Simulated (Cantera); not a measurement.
A Cantera script and what it prints.

```python
import numpy as np
import cantera as ct

gas_names = [...]  # 95 gases of nasa_gas.yaml made of C, F, H
cond_names = """
    C(gr) C6H6(L) C7H8(L) C8H18(L),n-octa
""".split()


# ... load() reads the species with a 1 bar reference pressure and builds the phases ...
atoms = {
    'C2F6': {'C': 2, 'F': 6},
    'CH4': {'C': 1, 'H': 4},
}
top_T = {'C(gr)': 4500}  # K; cautious upper limits of use, not melting points


# ... equilibrate(T, P, feed) seeds the gas with the atoms and calls Mixture.equilibrate('TP', solver="vcs", rtol=1e-11, max_steps=5000) ...
results = []
feed = {'C2F6': 1, 'CH4': 0.41}  # mol
P = 100000  # Pa
for T in [1950, 1975, 2000, 2025, 2050, 2075, 2100, 2125, 2150, 2175, 2200, 2225]:
    mix = equilibrate(T, P, feed)
    results.append((T, P, feed, dict(zip(mix.species_names, mix.species_moles))))

top = {s: max(r[3][s] / sum(r[3][g] for g in gas_names) for r in results) for s in gas_names}
cols = sorted((s for s in top if top[s] > 0.0001), key=lambda s: -top[s])[:5]
seen = [c for c in cond_names if any(r[3].get(c, 0) > 1e-12 for r in results)]
print("log10 of partial pressures in bar; condensed amounts in mol")
print(f"{'T/K':>10s}" + "".join(f"{s[:9]:>10s}" for s in cols + seen))
for T, P, feed, n in results:
    ng = sum(n[g] for g in gas_names)
    print(f"{T:10.4g}" + "".join(f"{np.log10(max(n[s] / ng * P / 1e5, 1e-99)):10.3f}" for s in cols)
          + "".join(f"{n.get(c, 0):10.4g}" for c in seen))
```

It prints:

```
log10 of partial pressures in bar; condensed amounts in mol
       T/K        HF       CF4       CF2         F       CF3     C(gr)
      1950    -0.223    -0.404    -2.339    -3.260    -2.990     1.313
      1975    -0.223    -0.405    -2.246    -3.153    -2.915     1.312
      2000    -0.223    -0.406    -2.156    -3.049    -2.842      1.31
      2025    -0.224    -0.408    -2.068    -2.947    -2.770     1.308
      2050    -0.224    -0.410    -1.982    -2.847    -2.701     1.305
      2075    -0.225    -0.412    -1.899    -2.751    -2.634     1.302
      2100    -0.226    -0.414    -1.818    -2.656    -2.569     1.299
      2125    -0.227    -0.418    -1.739    -2.564    -2.505     1.294
      2150    -0.228    -0.421    -1.663    -2.475    -2.444      1.29
      2175    -0.229    -0.425    -1.588    -2.387    -2.385     1.284
      2200    -0.230    -0.430    -1.516    -2.302    -2.327     1.278
      2225    -0.232    -0.436    -1.446    -2.219    -2.272      1.27
```

These are equilibrium values from Cantera (NASA tables, ideal gas, pure condensed phases), not measurements of a reactor. The feed counts by its element totals alone. The tables' values for C2F4 are old estimates; treat these amounts as uncertain. Gases not in the tables: C2F6 and larger saturated fluorocarbons.
